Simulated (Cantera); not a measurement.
Input (Python, Cantera) and output of one run.

```python
import numpy as np
import cantera as ct

gas_names = """
    H H2 N NH NH2 NH3 N2 N2H2 N2H4 Pb Pb2
""".split()
cond_names = """
    Pb(cr) Pb(L)
""".split()


# ... load() reads the species with a 1 bar reference pressure and builds the phases ...
atoms = {
    'Pb': {'Pb': 1},
    'NH3': {'N': 1, 'H': 3},
    'H2': {'H': 2},
}
top_T = {}  # K; cautious upper limits of use, not melting points


# ... equilibrate(T, P, feed) seeds the gas with the atoms and calls Mixture.equilibrate('TP', solver="vcs", rtol=1e-11, max_steps=5000) ...
results = []
feed = {'Pb': 1, 'NH3': 0.38, 'H2': 60}  # mol
P = 630000  # Pa
for T in [600, 700, 800, 900, 1000, 1100, 1200, 1300, 1400, 1500, 1600, 1700, 1800]:
    mix = equilibrate(T, P, feed)
    results.append((T, P, feed, dict(zip(mix.species_names, mix.species_moles))))

top = {s: max(r[3][s] / sum(r[3][g] for g in gas_names) for r in results) for s in gas_names}
cols = sorted((s for s in top if top[s] > 1e-05), key=lambda s: -top[s])[:7]
seen = [c for c in cond_names if any(r[3].get(c, 0) > 1e-12 for r in results)]
print("log10 of partial pressures in bar; condensed amounts in mol")
print(f"{'T/K':>10s}" + "".join(f"{s[:9]:>10s}" for s in cols + seen))
for T, P, feed, n in results:
    ng = sum(n[g] for g in gas_names)
    print(f"{T:10.4g}" + "".join(f"{np.log10(max(n[s] / ng * P / 1e5, 1e-99)):10.3f}" for s in cols)
          + "".join(f"{n.get(c, 0):10.4g}" for c in seen))
```

Result:

```
log10 of partial pressures in bar; condensed amounts in mol
       T/K        H2        Pb       NH3        N2         H       Pb2    Pb(cr)     Pb(L)
       600     0.797   -11.287    -1.467    -2.562   -15.937   -21.215         1         0
       700     0.797    -8.953    -1.797    -1.929   -13.199   -17.281         0         1
       800     0.798    -7.212    -2.217    -1.778   -11.139   -14.353         0         1
       900     0.798    -5.864    -2.587    -1.735    -9.533   -12.090         0         1
      1000     0.798    -4.791    -2.898    -1.720    -8.245   -10.292         0    0.9998
      1100     0.798    -3.917    -3.158    -1.713    -7.188    -8.831         0    0.9988
      1200     0.798    -3.192    -3.377    -1.710    -6.306    -7.620         0    0.9938
      1300     0.798    -2.581    -3.564    -1.709    -5.557    -6.602         0    0.9747
      1400     0.797    -2.060    -3.726    -1.708    -4.914    -5.735         0    0.9158
      1500     0.796    -1.610    -3.868    -1.709    -4.356    -4.988         0    0.7621
      1600     0.794    -1.218    -3.996    -1.711    -3.868    -4.337         0    0.4092
      1700     0.791    -0.992    -4.109    -1.713    -3.436    -4.006         0         0
      1800     0.791    -0.992    -4.205    -1.713    -3.051    -4.112         0         0
```

These are equilibrium values from Cantera (NASA tables, ideal gas, pure condensed phases), not measurements of a reactor.
